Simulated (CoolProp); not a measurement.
R152A along the isobar 5.49 MPa: fugacity coefficient from the reference equation and from simpler models built on Tc = 386.4 K, pc = 4.517 MPa, ω = 0.275; each cubic takes its own stable root.

Values from CoolProp's reference Helmholtz-energy equation of state, Outcalt 1996. It is a modified Benedict-Webb-Rubin equation, recast in Helmholtz form.

| T (K) | phase | reference |
|---|---|---|
| 272.9 | liquid | 0.05159 |
| 293.5 | liquid | 0.09693 |
| 314.2 | liquid | 0.1636 |
| 334.8 | liquid | 0.2521 |
| 355.5 | liquid | 0.3614 |
| 376.1 | liquid | 0.4848 |
| 396.8 | supercritical | 0.6084 |
| 417.4 | supercritical | 0.6830 |
| 438.1 | supercritical | 0.7352 |
| 458.7 | supercritical | 0.7763 |
| 479.4 | supercritical | 0.8102 |
| 500 | supercritical | 0.8385 |

**Question.** How far does each simpler model (van der Waals, Redlich-Kwong, Soave-Redlich-Kwong, Peng-Robinson) lie from the reference over these 12 states: mean and median of the absolute difference, and the worst?

**Answer.** 
- van der Waals: mean 54.7 %, median 11.5 %, worst +267.3 % at 272.9 K and 5.49 MPa
- Redlich-Kwong: mean 17.2 %, median 5.3 %, worst +66.5 % at 272.9 K and 5.49 MPa
- Soave-Redlich-Kwong: mean 4.6 %, median 4.6 %, worst +7.4 % at 334.8 K and 5.49 MPa
- Peng-Robinson: mean 1.7 %, median 1.4 %, worst +3.1 % at 334.8 K and 5.49 MPa
